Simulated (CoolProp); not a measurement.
Properties of CHF3 (R23) at several states (Tc = 26.1 °C, pc = 4.832 MPa, ω = 0.263).

Computed with CoolProp (reference Helmholtz-energy equation of state, Penoncello 2003).

```json
[
 {"T (°C)": "5.85", "p (MPa)": "0.147", "phase": "gas", "Z": "0.9858", "cv (kJ/(kg K))": "0.5889", "isothermal compressibility (1/MPa)": "6.901", "expansivity (1/kK)": "3.765", "conductivity (mW/(m K))": "12.7", "Prandtl number": "0.791"},
 {"T (°C)": "-104.55", "p (MPa)": "20.4", "phase": "liquid", "Z": "0.6517", "cv (kJ/(kg K))": "0.7235", "isothermal compressibility (1/MPa)": "0.0009877", "expansivity (1/kK)": "2.046", "conductivity (mW/(m K))": "168", "Prandtl number": "3.80"},
 {"T (°C)": "-7.75", "p (MPa)": "0.194", "phase": "gas", "Z": "0.9776", "cv (kJ/(kg K))": "0.5744", "isothermal compressibility (1/MPa)": "5.275", "expansivity (1/kK)": "4.076", "conductivity (mW/(m K))": "12.0", "Prandtl number": "0.784"},
 {"T (°C)": "-15.85", "p (MPa)": "0.242", "phase": "gas", "Z": "0.9686", "cv (kJ/(kg K))": "0.5692", "isothermal compressibility (1/MPa)": "4.270", "expansivity (1/kK)": "4.345", "conductivity (mW/(m K))": "11.7", "Prandtl number": "0.785"},
 {"T (°C)": "-120.95", "p (MPa)": "0.154", "phase": "liquid", "Z": "0.005369", "cv (kJ/(kg K))": "0.7217", "isothermal compressibility (1/MPa)": "0.0009682", "expansivity (1/kK)": "2.193", "conductivity (mW/(m K))": "182", "Prandtl number": "4.38"},
 {"T (°C)": "-22.95", "p (MPa)": "0.366", "phase": "gas", "Z": "0.9465", "cv (kJ/(kg K))": "0.5761", "isothermal compressibility (1/MPa)": "2.895", "expansivity (1/kK)": "4.855", "conductivity (mW/(m K))": "11.5", "Prandtl number": "0.802"}
]
```

Viscosity comes from a separate model (Shan 2000). Thermal conductivity comes from a separate model (Shan 2000).
